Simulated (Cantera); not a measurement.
A perfectly stirred reactor is fed with 6.28 % C₃H₈, 19.6 % O₂, 74.1 % N₂, at 14.0 bar; it is adiabatic with a 775 K inlet, and is followed from long to short residence time, starting on the burning branch (τ in s: 0.05, 0.028, 0.016, 0.009, 0.0051, 0.0029, 0.0016, 0.00092, 0.00052, 0.00029, 0.00017, 9.4e-05, 5.3e-05).

Cantera simulation using GRI-Mech 3.0 (53 species, 325 reactions); the numbers are that mechanism's predictions, not measurements. GRI-Mech 3.0 was tuned for natural gas; its chemistry of propane as a main component is partial and can be far from experiment. The pressure lies above the range GRI-Mech 3.0 was tuned for (to about 10 atm).

x: mole fraction; the columns are a selection and need not sum to one.

```
τ (s)    T (K)      x C₃H₈        x O₂       x C₂H       x CH₃        x OH       x H       x CH₂
-------  -----  ----------  ----------  ----------  ----------  ----------  --------  ----------
0.050     2255     1.01e-7     1.90e-5     2.99e-8     1.53e-5    0.000166  0.000639     1.80e-7
0.028     2255  (withheld)  (withheld)  (withheld)  (withheld)    0.000172  0.000657  (withheld)
0.016     2255     3.09e-7     5.50e-5     9.23e-8     4.21e-5    0.000178  0.000675     5.32e-7
0.0090    2255     5.42e-7     9.42e-5     1.63e-7     6.85e-5    0.000186  0.000695     9.04e-7
0.0051    2256     9.41e-7    0.000160     2.82e-7    0.000108    0.000196  0.000718     1.50e-6
0.0029    2256     1.62e-6    0.000269     4.76e-7    0.000164    0.000210  0.000745     2.44e-6
0.0016    2256  (withheld)  (withheld)  (withheld)  (withheld)  (withheld)  0.000783  (withheld)
0.00092   2256     4.85e-6    0.000746     1.23e-6    0.000344    0.000256  0.000828     6.14e-6
0.00052   2253     8.32e-6     0.00121     1.85e-6    0.000472    0.000290  0.000886     9.42e-6
0.00029   2247     1.45e-5     0.00196     2.66e-6    0.000636    0.000333  0.000961     1.42e-5
0.00017   2236     2.41e-5     0.00302     3.56e-6    0.000819    0.000378   0.00104     2.03e-5
9.4e-5    2217     4.33e-5     0.00487     4.63e-6     0.00107    0.000432   0.00112     2.89e-5
5.3e-5    2184     7.97e-5     0.00787     5.54e-6     0.00137    0.000474   0.00118     3.87e-5
```

Task: Complete the blanks.

Result: 
- 0.028, x C₃H₈: 1.79e-7
- 0.028, x O₂: 3.26e-5
- 0.028, x C₂H: 5.30e-8
- 0.028, x CH₃: 2.58e-5
- 0.028, x CH₂: 3.14e-7
- 0.0016, x C₃H₈: 2.87e-6
- 0.0016, x O₂: 0.000459
- 0.0016, x C₂H: 7.97e-7
- 0.0016, x CH₃: 0.000245
- 0.0016, x OH: 0.000230
- 0.0016, x CH₂: 3.98e-6
